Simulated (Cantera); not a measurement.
**Silicon epitaxy and polysilicon growth: SiH2Cl2 + Cl2 + H2**

Feed: 1 mol SiH2Cl2, 0.0041 mol Cl2, 620 mol H2, held at 1200 °C and 143 Torr.

Method: chemical equilibrium by Gibbs-energy minimisation in Cantera with the NASA 1993 tables (ideal gas, pure condensed phases). Candidate condensed phases: Si; 19 gas species. The numbers say what is thermodynamically allowed, not how fast it happens.

```json
{
  "x(H2)": "0.997",
  "x(HCl)": "0.00316",
  "x(SiCl2)": "3.16e-5",
  "x(H)": "2.90e-5",
  "x(SiH2)": "1.05e-6",
  "n(Si(s))": "0.979 mol",
  "gas_amount": "622.0 mol"
}
```
